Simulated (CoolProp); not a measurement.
Vapour pressure (MPa) of R1234ze(Z): the reference equation beside estimates from Tc = 423.3 K, pc = 3.531 MPa, ω = 0.327.

Values from CoolProp's reference Helmholtz-energy equation of state, Akasaka 2019.

```json
[
 {"T (K)": "319.4", "reference": "0.3503", "Lee-Kesler": "0.3534", "van der Waals": "1.027", "Peng-Robinson": "0.3503"},
 {"T (K)": "324.1", "reference": "0.4018", "Lee-Kesler": "0.4056", "van der Waals": "1.102", "Peng-Robinson": "0.4019"},
 {"T (K)": "328.9", "reference": "0.4601", "Lee-Kesler": "0.4648", "van der Waals": "1.181", "Peng-Robinson": "0.4605"},
 {"T (K)": "333.6", "reference": "0.5232", "Lee-Kesler": "0.5287", "van der Waals": "1.263", "Peng-Robinson": "0.5240"},
 {"T (K)": "338.3", "reference": "0.5928", "Lee-Kesler": "0.5989", "van der Waals": "1.348", "Peng-Robinson": "0.5940"},
 {"T (K)": "343", "reference": "0.6691", "Lee-Kesler": "0.6759", "van der Waals": "…", "Peng-Robinson": "0.6709"},
 {"T (K)": "347.8", "reference": "…", "Lee-Kesler": "0.7619", "van der Waals": "1.530", "Peng-Robinson": "0.7569"},
 {"T (K)": "352.5", "reference": "0.8459", "Lee-Kesler": "0.8537", "van der Waals": "1.626", "Peng-Robinson": "0.8491"},
 {"T (K)": "357.2", "reference": "0.9453", "Lee-Kesler": "…", "van der Waals": "1.725", "Peng-Robinson": "0.9495"},
 {"T (K)": "361.9", "reference": "…", "Lee-Kesler": "1.062", "van der Waals": "1.828", "Peng-Robinson": "1.059"},
 {"T (K)": "366.6", "reference": "1.171", "Lee-Kesler": "1.179", "van der Waals": "1.935", "Peng-Robinson": "1.177"},
 {"T (K)": "371.4", "reference": "1.300", "Lee-Kesler": "1.308", "van der Waals": "2.048", "Peng-Robinson": "1.308"}
]
```

Problem. What belongs in the gaps?

Solution. 
- 343, van der Waals: 1.436
- 347.8, reference: 0.7545
- 357.2, Lee-Kesler: 0.9534
- 361.9, reference: 1.053

Absolute difference from the reference over all 12 rows, mean and median: Lee-Kesler 0.9 and 0.9 %, van der Waals 115.1 and 108.7 %, Peng-Robinson 0.3 and 0.3 %.
